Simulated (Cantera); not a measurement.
**Diamond growth**

A diamond (100) surface in a fixed gas of H2 with x(CH4) = 0.0088, x(H) = 0.002, x(CH3) = 0.00095, 4700 Pa; coverages are run to steady state.

Computed with Cantera and the Harris–Goodwin 1993 mechanism for the reconstructed diamond (100) surface.

| T (K) | growth (µm/h) | θ c6HH | θ c6H* | θ c6*H | θ c6** | θ c6HM |
|---|---|---|---|---|---|---|
| 950 | 12.4 | 0.466 | 0.0101 | 0.240 | 0.00421 | 0.215 |
| 1025 | 16.7 | 0.460 | 0.0161 | 0.308 | 0.00786 | 0.148 |
| 1100 | 15.2 | 0.461 | 0.0245 | 0.388 | 0.0136 | 0.0729 |
| 1175 | 9.05 | 0.450 | 0.0339 | 0.456 | 0.0209 | 0.0217 |
| 1250 | 5.99 | 0.420 | 0.0425 | 0.495 | 0.0284 | 0.00506 |
| 1325 | 5.52 | 0.391 | 0.0503 | 0.515 | 0.0358 | 0.00115 |
| 1400 | 4.52 | 0.368 | 0.0575 | 0.527 | 0.0431 | 0.000264 |
θ: site fractions in the mechanism's names (c6HH fully hydrogenated, c6H* and c6*H radical sites, c6** diradical, c6HM methylated).
